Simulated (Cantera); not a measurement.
A closed system holds: 1 mol (CH3)2SiCl2, 0.035 mol HCl, 3.2 mol H2, held at 2200 °C and 1.00 Torr.

Method: chemical equilibrium by Gibbs-energy minimisation in Cantera with the NASA 1993 tables (ideal gas, pure condensed phases). Candidate condensed phases: C, C6H6, C7H8, C8H18, Si, SiC; 109 gas species. The feed counts by its element totals alone. The tables' values for SiCl are old estimates; treat these amounts as uncertain. Equilibrium is a limit: real reactors are often held back by kinetics, nucleation or transport.

Base state: H 0.362, H2 0.351, HCl 0.109, Cl 0.0796, Si 0.0717, SiC2 0.0172, C2H2 (acetylene) 0.00339, SiCl 0.00225 (mole fractions); condensed: C(graphite).

**Question.** What changes in the equilibrium state with this change: temperature from 2200 °C to 727 °C?

**Answer.** 
| species | before | after |
|---|---|---|
| H2 | 0.351 | 0.754 |
| HCl | 0.109 | 0.233 |
| SiCl4 | <1e-9 | 0.0126 |
| H | 0.362 | 5.40e-8 |
| Si | 0.0717 | <1e-9 |
| SiC2 | 0.0172 | <1e-9 |
| Cl | 0.0796 | 1.55e-8 |
| C2H2 (acetylene) | 0.00339 | <1e-9 |
| SiCl | 0.00225 | <1e-9 |
| Si2C | 0.00105 | <1e-9 |
| SiH | 0.000427 | <1e-9 |
| SiHCl3 | <1e-9 | 0.000287 |
| C(graphite), mol | 1.54 | 1.09 |
| SiC(s), mol | 0 | 0.906 |
The tables' values for SiCl3 are old estimates; treat these amounts as uncertain.
